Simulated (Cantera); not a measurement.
Input: 1 mol Na2SO4, 3.1 mol CO2, 0.012 mol H2O, equilibrated at 26.0 Pa.

Method: chemical equilibrium by Gibbs-energy minimisation in Cantera with the NASA 1993 tables (ideal gas, pure condensed phases). Candidate condensed phases: C, C6H6, C7H8, C8H18, H2O, H2SO4, Na, NaOH, NaO2, Na2CO3, Na2O, Na2O2, Na2S, Na2SO4, S; 131 gas species. Equilibrium is a limit: real reactors are often held back by kinetics, nucleation or transport. All values below are at 1498 K.

Base state: CO2 0.461, Na 0.257, SO2 0.130, O2 0.129, Na2SO4 0.0186, NaOH 0.00325, NaO 0.000384, CO 0.000377 (mole fractions); condensed: gas only.

Task: What changes in the equilibrium state with this change: Na2SO4 replaced by Mg(OH)2?

Result: 
| species | before | after |
|---|---|---|
| CO2 | 0.461 | 0.747 |
| H2O | 0.000149 | 0.245 |
| CO | 0.000377 | 0.00446 |
| Na | 0.257 | 0 |
| SO2 | 0.130 | 0 |
| Na2SO4 | 0.0186 | 0 |
| O2 | 0.129 | 0.00244 |
| NaOH | 0.00325 | 0 |
| NaO | 0.000384 | 0 |
| SO3 | 2.85e-5 | 0 |
| H2 | 4.74e-8 | 0.000566 |
| H | 2.32e-7 | 2.54e-5 |
| MgO(s), mol | 0 | 1.00 |
Further candidate phases: Mg, MgCO3, MgO, Mg(OH)2.

Task: What changes in the equilibrium state with this change: pressure from 26.0 Pa to 5.80 mbar?

Result: 
```
species           before     after
--------------  --------  --------
CO2                0.461     0.950
Na                 0.257    0.0172
SO2                0.130    0.0106
O2                 0.129   0.00986
Na2SO4            0.0186   0.00569
O                8.80e-5   5.14e-6
NaO             0.000384   3.35e-5
H2O             0.000149   0.00170
SO3              2.85e-5   3.02e-6
CO              0.000377  0.000597
Na2SO4(l), mol         0     0.947
```
